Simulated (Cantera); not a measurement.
## Transport properties of process gases

Gas mixture: 76.7 % NO, 23.3 % O₂, at 0.0128 atm, frozen composition.

Cantera's kinetic-theory transport with the Lennard-Jones parameters of GRI-Mech 3.0, ideal gas; thermal conductivity in the multicomponent form.

```json
[
 {"T (K)": "400", "ρ (kg/m³)": "0.0119", "cp (J/kg/K)": "984.6", "μ (µPa s)": "23.7", "λ (mW/m/K)": "32.8", "Pr": "0.711", "D (cm²/s) H": "160", "D (cm²/s) H₂O": "30.6", "D (cm²/s) H₂": "99.6"},
 {"T (K)": "500", "ρ (kg/m³)": "0.00953", "cp (J/kg/K)": "1005", "μ (µPa s)": "27.7", "λ (mW/m/K)": "39.3", "Pr": "0.710", "D (cm²/s) H": "236", "D (cm²/s) H₂O": "46.6", "D (cm²/s) H₂": "145"},
 {"T (K)": "600", "ρ (kg/m³)": "0.00794", "cp (J/kg/K)": "1032", "μ (µPa s)": "31.4", "λ (mW/m/K)": "45.7", "Pr": "0.709", "D (cm²/s) H": "322", "D (cm²/s) H₂O": "65.1", "D (cm²/s) H₂": "196"},
 {"T (K)": "700", "ρ (kg/m³)": "0.00681", "cp (J/kg/K)": "1059", "μ (µPa s)": "34.8", "λ (mW/m/K)": "52.0", "Pr": "0.709", "D (cm²/s) H": "419", "D (cm²/s) H₂O": "86.0", "D (cm²/s) H₂": "254"},
 {"T (K)": "800", "ρ (kg/m³)": "0.00595", "cp (J/kg/K)": "1083", "μ (µPa s)": "38.1", "λ (mW/m/K)": "58.2", "Pr": "0.709", "D (cm²/s) H": "525", "D (cm²/s) H₂O": "109", "D (cm²/s) H₂": "317"},
 {"T (K)": "900", "ρ (kg/m³)": "0.00529", "cp (J/kg/K)": "1104", "μ (µPa s)": "41.1", "λ (mW/m/K)": "64.1", "Pr": "0.708", "D (cm²/s) H": "640", "D (cm²/s) H₂O": "134", "D (cm²/s) H₂": "386"},
 {"T (K)": "1000", "ρ (kg/m³)": "0.00476", "cp (J/kg/K)": "1122", "μ (µPa s)": "44.1", "λ (mW/m/K)": "69.9", "Pr": "0.708", "D (cm²/s) H": "763", "D (cm²/s) H₂O": "161", "D (cm²/s) H₂": "459"}
]
```
D: mixture-averaged diffusion coefficient of that species in the mixture.
